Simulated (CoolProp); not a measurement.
A simple Rankine cycle with R1336mzz(E): condensing at 310.15 K, boiler at 1.39 MPa, turbine inlet 374.8 K, turbine efficiency 0.6, pump efficiency 0.7, no recuperator. Each further row changes one setting.

Model: reference Helmholtz-energy equation of state, Akasaka 2023, in CoolProp.

| case | thermal efficiency (%) | net work (kJ/kg) | heat in (kJ/kg) | turbine exit temperature (K) | volume ratio over the turbine |
|---|---|---|---|---|---|
| as stated | 7.2 | 12.6 | 176 | … | 5.75 |
| turbine inlet 394.8 K | 7.1 | … | 198 | 362.2 | … |
| condensing temperature 302.15 K | … | 15.0 | 186 | … | 7.53 |
| boiler pressure 0.973 MPa | 5.9 | 10.8 | 185 | … | 3.64 |
| turbine efficiency 0.5 | 5.9 | … | 176 | 342.1 | 5.81 |

Problem. Fill in the missing entries.

Solution. 
- as stated, turbine exit temperature (K): 339.5
- turbine inlet 394.8 K, net work (kJ/kg): 14.2
- turbine inlet 394.8 K, volume ratio over the turbine: 5.38
- condensing temperature 302.15 K, thermal efficiency (%): 8.1
- condensing temperature 302.15 K, turbine exit temperature (K): 335.5
- boiler pressure 0.973 MPa, turbine exit temperature (K): 351.1
- turbine efficiency 0.5, net work (kJ/kg): 10.3
